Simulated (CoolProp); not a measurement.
Saturation properties of hydrogen chloride.

Model: reference Helmholtz-energy equation of state, Thol 2018, in CoolProp.

```
T (°C)  p (kPa)  liquid density (kg/m³)  vapour density (kg/m³)  enthalpy of vaporisation (kJ/kg)  liquid cp (kJ/(kg K))
------  -------  ----------------------  ----------------------  --------------------------------  ---------------------
-57.35    390.8                     [?]                     [?]                             411.3                  1.695
-52.15    483.7                     [?]                   10.48                             404.3                    [?]
-46.95    592.6                    1084                   12.71                             397.1                  1.721
-41.75    719.0                    1069                     [?]                             389.5                  1.738
-36.55    864.7                    1054                   18.27                               [?]                  1.757
-31.35     1031                    1038                   21.69                             373.2                  1.780
-26.15     1221                    1021                   25.62                             364.4                  1.806
-20.95     1435                    1004                   30.10                             355.1                  1.837
-15.75     1676                   986.4                   35.23                             345.3                  1.874
-10.55     1946                   967.9                   41.09                             334.9                  1.917
-5.35      2246                   948.6                   47.79                             323.8                  1.968
```

Question: Complete the blanks.

Answer: 
- -57.35, liquid density (kg/m³): 1113
- -57.35, vapour density (kg/m³): 8.566
- -52.15, liquid density (kg/m³): 1099
- -52.15, liquid cp (kJ/(kg K)): 1.707
- -41.75, vapour density (kg/m³): 15.29
- -36.55, enthalpy of vaporisation (kJ/kg): 381.5

It boils at -85.0 °C under 1 atm.
